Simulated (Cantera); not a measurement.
An isothermal, constant-pressure homogeneous reactor starts with 14.2 % H2, 74.6 % O2, 11.2 % N2, at 1150 K and 20.0 Torr.

Cantera simulation using the H2/O2 subset of GRI-Mech 3.0, which has no nitrogen chemistry; the numbers are that mechanism's predictions, not measurements. Radical loss at walls, strong at low pressure, is not modelled. The temperature is held fixed by assumption; the heat of reaction is taken as removed at once.

x: mole fraction; the columns are a selection and need not sum to one.

| t (s) | x H2 | x O2 | x OH | x HO2 | x O |
|---|---|---|---|---|---|
| 8.00e-6 | 0.142 | 0.746 | 5.26e-11 | 5.80e-10 | 5.86e-11 |
| 4.63e-5 | 0.142 | 0.746 | 1.02e-9 | 3.36e-9 | 1.53e-9 |
| 0.000267 | 0.142 | 0.746 | 1.32e-7 | 2.29e-8 | 2.36e-7 |
| 0.00155 | 0.00618 | 0.672 | 0.00658 | 1.45e-5 | 0.0475 |
| 0.00894 | (withheld) | 0.718 | (withheld) | (withheld) | (withheld) |
| 0.0517 | (withheld) | 0.727 | (withheld) | (withheld) | (withheld) |
| 0.299 | 1.39e-6 | 0.727 | 0.000102 | 1.44e-7 | 1.20e-5 |
| 1.73 | 1.39e-7 | 0.727 | 3.31e-5 | 1.85e-8 | 1.26e-6 |
| 10.0 | 1.96e-8 | 0.727 | 1.26e-5 | 7.01e-9 | 1.82e-7 |

Problem. Complete the blanks.

Solution. 
- 0.00894, x H2: 0.00104
- 0.00894, x OH: 0.00268
- 0.00894, x HO2: 1.21e-5
- 0.00894, x O: 0.00810
- 0.0517, x H2: 2.88e-5
- 0.0517, x OH: 0.000444
- 0.0517, x HO2: 1.81e-6
- 0.0517, x O: 0.000227
